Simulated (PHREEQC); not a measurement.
0.8 g of hydrous ferric oxide (600 m²/g; 0.2 weak and 0.005 strong sites per Fe, Dzombak-Morel constants, diffuse double layer) in 1 kg of water with 0.01 mol/kgw of an inert sodium salt and 0.0041 mol ZnCl2 and 5e-06 mol NaF, at 25 °C; the pH is set by adding NaOH or the inert anion's acid. Oxygen alone is held at its pressure in air (log pO2 = -0.68). No CO2 enters from the air. Nothing may precipitate in this run.

Base run: PHREEQC, ion-association model, wateq4f.dat. Each further column changes one thing. The table gives F sorbed (%).

```csv
pH,base,no electrostatic term (-no_edl),background salt from 0.01 to 0.001 mol/kgw,oxide from 0.8 to 4 g/kgw,0.00025 mol/kgw Na2HAsO4 added
4,97.1,3.3,97.9,99.4,94.4
4.75,94.8,3.6,96.0,?,89.3
5.12,92.2,3.6,?,98.3,83.2
5.88,82.4,2.4,85.1,96.0,57.8
6.25,77.1,1.2,80.1,94.2,44.1
7,58.7,0.1,61.6,86.4,?
7.75,25.2,0.0,27.1,?,10.9
8.12,13.2,0.0,14.3,43.4,5.4
8.88,2.9,0.0,3.2,13.0,1.2
9.25,1.3,0.0,1.4,6.2,?
10,0.3,0.0,0.3,1.2,0.1
```

Problem. Some entries are withheld; supply them.

Solution. 
- 4.75, oxide from 0.8 to 4 g/kgw: 98.9
- 5.12, background salt from 0.01 to 0.001 mol/kgw: 93.8
- 7, 0.00025 mol/kgw Na2HAsO4 added: 29.7
- 7.75, oxide from 0.8 to 4 g/kgw: 62.1
- 9.25, 0.00025 mol/kgw Na2HAsO4 added: 0.6

In at least one series the solution becomes supersaturated in solids that the run did not let form, among them Zn(OH)2-e, Zn5(OH)8Cl2. The database has no arsenate complexes of Zn.
